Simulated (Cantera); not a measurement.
# Low-pressure radical oxidation in H2/O2

A perfectly stirred reactor is fed with 0.978 % H₂, 97.8 % O₂, 1.27 % H₂O, equivalence ratio 0.0050, at 17.3 Torr; it is held at 1450 K, and followed from long to short residence time.

Detailed kinetics in Cantera: the H2/O2 subset of GRI-Mech 3.0, which has no nitrogen chemistry. Radical loss at walls, strong at low pressure, is not modelled.

```csv
τ (s),x H₂,x O₂,x H,x HO₂,x H₂O₂
25,3.44e-6,0.977,1.45e-6,8.76e-8,3.28e-9
5.9,8.57e-6,0.977,5.91e-6,1.57e-7,5.98e-9
1.4,2.06e-5,0.976,2.25e-5,2.88e-7,1.00e-8
0.31,4.84e-5,0.974,7.77e-5,4.91e-7,1.54e-8
0.072,0.000103,0.971,0.000186,6.95e-7,2.02e-8
0.017,0.000236,0.969,0.000293,8.32e-7,2.36e-8
0.0038,0.000724,0.969,0.000356,9.28e-7,2.71e-8
0.00088,0.00250,0.971,0.000355,1.00e-6,3.02e-8
```
x: mole fraction; the columns are a selection and need not sum to one.
